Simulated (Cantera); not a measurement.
Feed: 1 mol MgO, 2.3 mol H2, 0.00072 mol NH3, held at 10.0 Pa.

Method: chemical equilibrium by Gibbs-energy minimisation in Cantera with the NASA 1993 tables (ideal gas, pure condensed phases). Candidate condensed phases: H2O, Mg, MgO, Mg(OH)2; 31 gas species. The numbers say what is thermodynamically allowed, not how fast it happens.

What share of the Mg ends up in condensed phases as a function of T (K), at 1498, 1573, 1648, 1723, 1798, 1873, 1948, 2023, 2098, 2173, 2248, 2323, 2398?


```csv
T (K),Mg condensed (%),as
1498,99.3,MgO(s)
1573,98.2,MgO(s)
1648,95.9,MgO(s)
1723,91.1,MgO(s)
1798,82.1,MgO(s)
1873,66.4,MgO(s)
1948,41.0,MgO(s)
2023,4.5,MgO(s)
2098,0.0,-
2173,0.0,-
2248,0.0,-
2323,0.0,-
2398,0.0,-
```
